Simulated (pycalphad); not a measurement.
**Freezing of Si-Al alloys with rising Al**

Computed with pycalphad from the COST 507 light-alloy database (1999), at 1 atm. The database dates from 1999; later assessments differ in places, in temperatures and in the compounds included. Phase fractions are per mole of atoms.

Scheil-Gulliver runs (no diffusion in the solid, steps of 4 K) beside full equilibrium.

```
alloy              liquidus (K)  Scheil, half solid (K)  Scheil, 80 % solid (K)  Scheil, invariant end (K)  liquid left at that end  equilibrium solidus (K)
-----------------  ------------  ----------------------  ----------------------  -------------------------  -----------------------  -----------------------
Si-10.7Al (at.%)           1635                    1573                    1299                        850                     0.12                      850
Si-16.05Al (at.%)          1605                    1498                     968                        850                     0.18                      850
Si-32.1Al (at.%)           1498                    1177    at the invariant end                        850                     0.37                      850
Si-42.8Al (at.%)           1406                     888    at the invariant end                        850                     0.49                      850
```
